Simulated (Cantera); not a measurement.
Charge: 1 mol Ti, 0.17 mol H₂O, 1.4 mol CO, at 0.740 bar.

Method: chemical equilibrium by Gibbs-energy minimisation in Cantera with the NASA 1993 tables (ideal gas, pure condensed phases). Candidate condensed phases: C, C₆H₆, C₇H₈, C₈H₁₈, H₂O, Ti, TiC, TiO, TiO₂, Ti₂O₃, Ti₃O₅, Ti₄O₇; 113 gas species. Mutual solubility and eutectic melting of coexisting phases are not modelled. TiC: taken at fixed stoichiometry. Rates play no part. All values below are at 952 °C.

Base state: H₂ 0.987, CH₄ 0.00947, CO 0.00328, H₂O 4.71e-5 (mole fractions); condensed: C(graphite) + TiC(s) + Ti₃O₅(s).

What changes in the equilibrium state with this change: Ti replaced by Cu?


| species | before | after |
|---|---|---|
| CO | 0.00328 | 0.799 |
| CO₂ | 1.06e-7 | 0.0926 |
| H₂ | 0.987 | 0.0925 |
| H₂O | 4.71e-5 | 0.0157 |
| CH₄ | 0.00947 | 5.69e-6 |
| C(graphite), mol | 1.34 | 0 |
| TiC(s), mol | 0.0583 | 0 |
| Ti₃O₅(s), mol | 0.314 | 0 |
| Cu(s), mol | 0 | 1.00 |
Further candidate phases: Cu, CuO, Cu(OH)₂, Cu₂O.
